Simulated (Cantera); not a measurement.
An isothermal, constant-pressure homogeneous reactor starts with H2 : O2 = 0.0064 : 1 (molar parts), at 1148 K and 2670 Pa.

Model: the H2/O2 subset of GRI-Mech 3.0, which has no nitrogen chemistry, integrated in Cantera. Radical loss at walls, strong at low pressure, is not modelled.

x: mole fraction; the columns are a selection and need not sum to one.

| t (s) | x H2 | x O2 | x H | x HO2 | x OH |
|---|---|---|---|---|---|
| 0.000200 | 0.00636 | 0.994 | 1.86e-10 | 8.36e-10 | 7.52e-10 |
| 0.000493 | 0.00636 | 0.994 | 4.14e-10 | 2.07e-9 | … |
| 0.00121 | 0.00636 | 0.994 | 2.20e-9 | 5.26e-9 | … |
| 0.00299 | 0.00636 | 0.994 | 1.04e-7 | 2.48e-8 | … |
| 0.00737 | 0.00215 | 0.990 | 0.000335 | 2.88e-6 | … |
| 0.0182 | 1.69e-5 | 0.989 | 0.000149 | 1.37e-6 | … |
| 0.0447 | 1.08e-5 | 0.991 | 7.92e-5 | 1.12e-6 | … |
| 0.110 | 4.98e-6 | 0.992 | 2.50e-5 | 7.58e-7 | … |
| 0.271 | 1.54e-6 | 0.993 | 4.38e-6 | 3.97e-7 | … |
| 0.669 | 3.58e-7 | 0.993 | 5.06e-7 | 1.60e-7 | … |
| 1.65 | 7.55e-8 | 0.994 | 5.08e-8 | 5.25e-8 | … |
| 4.06 | 1.69e-8 | 0.994 | 5.52e-9 | 1.57e-8 | … |
| 10.0 | 4.31e-9 | 0.994 | 7.31e-10 | 5.04e-9 | … |

**Question.** Complete the blanks.

**Answer.** 
- 0.000493, x OH: 2.68e-9
- 0.00121, x OH: 1.75e-8
- 0.00299, x OH: 8.59e-7
- 0.00737, x OH: 0.00109
- 0.0182, x OH: 0.000390
- 0.0447, x OH: 0.000316
- 0.110, x OH: 0.000216
- 0.271, x OH: 0.000121
- 0.669, x OH: 5.92e-5
- 1.65, x OH: 2.76e-5
- 4.06, x OH: 1.32e-5
- 10.0, x OH: 6.72e-6
